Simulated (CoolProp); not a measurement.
Vapour-liquid equilibrium of CH2F2 (R32) (1) + R236EA (2) at 271.5 K; x and y are mole fractions of (1).

Model: multi-fluid Helmholtz-energy mixture model, Tillner-Roth 1997 and Rui 2013; pair parameters Bell 2016, in CoolProp.

### Question
Give the bubble pressure and the first vapour's composition at x = 0.15, 0.25, 0.75. Is there an azeotrope?

### Answer
x = 0.15: 0.1604 MPa, y = 0.597; x = 0.25: 0.2230 MPa, y = 0.738; x = 0.75: 0.5730 MPa, y = 0.961. No azeotrope shows between x = 0.05 and 0.95.

Pair parameters are fitted to limited data, so mixtures are less certain than the pure fluids.
